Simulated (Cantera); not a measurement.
**Equilibrium for calcination and drying: MgCO3 + C + H2**

Charge: 1 mol MgCO3, 0.18 mol C, a varied amount of H2, held at 1173 K and 1 atm.

Method: chemical equilibrium by Gibbs-energy minimisation in Cantera with the NASA 1993 tables (ideal gas, pure condensed phases). Candidate condensed phases: C, C6H6, C7H8, C8H18, H2O, Mg, MgCO3, MgO, Mg(OH)2; 116 gas species. The numbers say what is thermodynamically allowed, not how fast it happens.

```
n(H2) (mol)  x CO2   x CO    x H2   x H2O    x CH4  n MgO(s)
-----------  -----  -----  ------  ------  -------  --------
0.056        0.631  0.324  0.0130  0.0323  1.56e-8      1.00
0.071        0.615  0.328  0.0167  0.0400  2.73e-8      1.00
0.09         0.596  0.333  0.0216  0.0493  4.82e-8      1.00
0.11         0.577  0.337  0.0268  0.0584  7.92e-8      1.00
0.15         0.541  0.346  0.0377  0.0751  1.75e-7      1.00
0.19         0.509  0.353  0.0489  0.0898  3.25e-7      1.00
0.24         0.472  0.359  0.0633   0.106  6.10e-7      1.00
0.3          0.432  0.365  0.0809   0.122  1.12e-6      1.00
0.38         0.387  0.370   0.105   0.139  2.15e-6      1.00
0.48         0.339  0.372   0.134   0.155  4.08e-6      1.00
0.62         0.285  0.370   0.174   0.170  8.12e-6      1.00
```
x: gas mole fraction; n: condensed amount in mol.

From 0.056 mol H2 to 0.62 mol H2 the condensed part is MgO(s).
